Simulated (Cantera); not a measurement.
Input: 1 mol Nb, 0.15 mol O2, 8.5 mol H2, equilibrated at 0.200 Pa.

These are equilibrium values from Cantera (NASA tables, ideal gas, pure condensed phases), not measurements of a reactor. Candidate condensed phases: H2O, Nb, NbO, NbO2, Nb2O5; 12 gas species. Condensed phases not in the tables: N, O or C dissolved in the metal. The numbers say what is thermodynamically allowed, not how fast it happens.

x: gas mole fraction; n: condensed amount in mol.

```csv
T (K),x H,x H2,x Nb,x NbO,x NbO2,n Nb(s)
1900,0.421,0.562,2.79e-7,0.00626,0.0104,0.817
1950,0.540,0.443,9.10e-7,0.00884,0.00808,0.798
2000,0.657,0.326,2.80e-6,0.0116,0.00570,0.775
2050,0.759,0.224,8.15e-6,0.0140,0.00359,0.751
2100,0.838,0.145,2.25e-5,0.0158,0.00202,0.731
2150,0.893,0.0896,5.94e-5,0.0167,0.00106,0.717
2200,0.928,0.0543,0.000150,0.0172,0.000536,0.707
2250,0.949,0.0327,0.000362,0.0173,0.000271,0.699
2300,0.962,0.0198,0.000841,0.0173,0.000140,0.689
2350,0.969,0.0121,0.00189,0.0173,7.38e-5,0.670
2400,0.971,0.00745,0.00409,0.0173,3.99e-5,0.631
2450,0.970,0.00466,0.00857,0.0172,2.20e-5,?
2500,0.963,0.00293,0.0175,0.0170,1.23e-5,?
2550,0.947,0.00184,0.0345,0.0167,6.96e-6,?
```

Problem. Fill in the missing entries.

Solution. 
- 2450, n Nb(s): 0.553
- 2500, n Nb(s): 0.395
- 2550, n Nb(s): 0.0841
